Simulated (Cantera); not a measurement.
What does this Cantera script print?

```python
import numpy as np
import cantera as ct

gas_names = """
    Ca CaCL CaCL2 Ca2 CL CL2 H HCL H2 N NH NH2 NH3 N2 N2H2 N2H4
""".split()
cond_names = """
    Ca(a) Ca(b) Ca(L) CaCL2(s) CaCL2(L) NH4CL(a) NH4CL(b)
""".split()


# ... load() reads the species with a 1 bar reference pressure and builds the phases ...
atoms = {
    'CaCl2': {'Ca': 1, 'CL': 2},
    'HCl': {'H': 1, 'CL': 1},
    'N2': {'N': 2},
}
top_T = {}  # K; cautious upper limits of use, not melting points


# ... equilibrate(T, P, feed) seeds the gas with the atoms and calls Mixture.equilibrate('TP', solver="vcs", rtol=1e-11, max_steps=5000) ...
results = []
T = 2173  # K
P = 81000  # Pa
for m in [4, 12, 20, 29, 37, 45, 53]:
    feed = {'CaCl2': 1, 'HCl': 0.056, 'N2': m}  # mol
    mix = equilibrate(T, P, feed)
    results.append((T, P, feed, dict(zip(mix.species_names, mix.species_moles))))
    x = sorted(zip(gas.X, gas.species_names), reverse=True)
    print(f"T = {T:g} K  P = {P:g} Pa  n(N2) = {m:g} mol  gas = {mix.phase_moles(0):.4g} mol")
    print("   x: " + "  ".join(f"{s} {v:.3e}" for v, s in x if v > 1e-06))
    print("   condensed (mol): " + ("  ".join(f"{mix.phase(i).name} {mix.phase_moles(i):.4g}"
          for i in range(1, mix.n_phases) if mix.phase_moles(i) > 1e-12) or "none"))
```

Result:

```
T = 2173 K  P = 81000 Pa  n(N2) = 4 mol  gas = 5.061 mol
   x: N2 7.904e-01  CaCL2 1.973e-01  HCL 9.759e-03  CL 1.575e-03  H2 5.880e-04  CaCL 2.686e-04  H 1.300e-04  Ca 1.192e-06  CL2 1.090e-06
   condensed (mol): none
T = 2173 K  P = 81000 Pa  n(N2) = 12 mol  gas = 13.06 mol
   x: N2 9.186e-01  CaCL2 7.636e-02  HCL 3.634e-03  CL 8.480e-04  H2 2.812e-04  CaCL 1.930e-04  H 8.992e-05  Ca 1.591e-06
   condensed (mol): none
T = 2173 K  P = 81000 Pa  n(N2) = 20 mol  gas = 21.07 mol
   x: N2 9.494e-01  CaCL2 4.731e-02  HCL 2.202e-03  CL 6.229e-04  H2 1.913e-04  CaCL 1.628e-04  H 7.416e-05  Ca 1.827e-06
   condensed (mol): none
T = 2173 K  P = 81000 Pa  n(N2) = 29 mol  gas = 30.07 mol
   x: N2 9.645e-01  CaCL2 3.311e-02  HCL 1.513e-03  CL 4.960e-04  CaCL 1.431e-04  H2 1.425e-04  H 6.401e-05  Ca 2.017e-06
   condensed (mol): none
T = 2173 K  P = 81000 Pa  n(N2) = 37 mol  gas = 38.07 mol
   x: N2 9.719e-01  CaCL2 2.614e-02  HCL 1.179e-03  CL 4.270e-04  CaCL 1.312e-04  H2 1.168e-04  H 5.795e-05  Ca 2.148e-06
   condensed (mol): none
T = 2173 K  P = 81000 Pa  n(N2) = 45 mol  gas = 46.07 mol
   x: N2 9.768e-01  CaCL2 2.158e-02  HCL 9.637e-04  CL 3.785e-04  CaCL 1.222e-04  H2 9.924e-05  H 5.341e-05  Ca 2.257e-06
   condensed (mol): none
T = 2173 K  P = 81000 Pa  n(N2) = 53 mol  gas = 54.07 mol
   x: N2 9.802e-01  CaCL2 1.838e-02  HCL 8.131e-04  CL 3.423e-04  CaCL 1.151e-04  H2 8.639e-05  H 4.983e-05  Ca 2.350e-06
   condensed (mol): none
```

These are equilibrium values from Cantera (NASA tables, ideal gas, pure condensed phases), not measurements of a reactor.
